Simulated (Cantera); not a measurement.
Gas mixture: N₂O = 0.16 (molar parts), at 3750 Torr, frozen composition.

Cantera's kinetic-theory transport with the Lennard-Jones parameters of GRI-Mech 3.0, ideal gas; thermal conductivity in the mixture-averaged form.

One state of this run: ρ (kg/m³) = 3.78; cp (J/kg/K) = 1150; μ (µPa s) = 30.8; λ (mW/m/K) = 47.9; Pr = 0.739; D (cm²/s) O = 0.225; D (cm²/s) C₂H₂ = 0.117; D (cm²/s) NO = 0.139. D: mixture-averaged diffusion coefficient of that species in the mixture.

Question: Which value of T (K) does it belong to?
A) 700
B) 600
C) 500
D) 800

Answer: A, 700
